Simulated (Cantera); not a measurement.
Diamond growth

A diamond (100) surface in a fixed gas of H2 with x(CH4) = 0.0034, x(H) = 0.0018, at 1073 K, 5900 Pa; coverages are run to steady state.

Detailed kinetics in Cantera: the Harris–Goodwin 1993 mechanism for the reconstructed diamond (100) surface.

| x(CH3) | growth (µm/h) | θ c6HH | θ c6H* | θ c6*H | θ c6** | θ c6HM |
|---|---|---|---|---|---|---|
| 1e-06 | 0.0281 | 0.538 | 0.0250 | 0.422 | 0.0146 | 0.000148 |
| 2.7e-06 | 0.0758 | 0.537 | 0.0250 | 0.422 | 0.0146 | 0.000399 |
| 7.5e-06 | 0.210 | 0.537 | 0.0250 | 0.422 | 0.0146 | 0.00111 |
| 2.1e-05 | 0.587 | 0.535 | 0.0249 | 0.421 | 0.0145 | 0.00309 |
| 5.6e-05 | 1.55 | 0.531 | 0.0247 | 0.417 | 0.0144 | 0.00816 |
| 0.00015 | 4.05 | 0.521 | 0.0242 | 0.409 | 0.0139 | 0.0213 |
| 0.00042 | 10.6 | 0.495 | 0.0229 | 0.387 | 0.0127 | 0.0558 |
| 0.0012 | 25.4 | 0.434 | 0.0199 | 0.336 | 0.0101 | 0.135 |
| 0.0032 | 48.5 | 0.339 | 0.0152 | 0.256 | 0.00630 | 0.258 |
θ: site fractions in the mechanism's names (c6HH fully hydrogenated, c6H* and c6*H radical sites, c6** diradical, c6HM methylated).
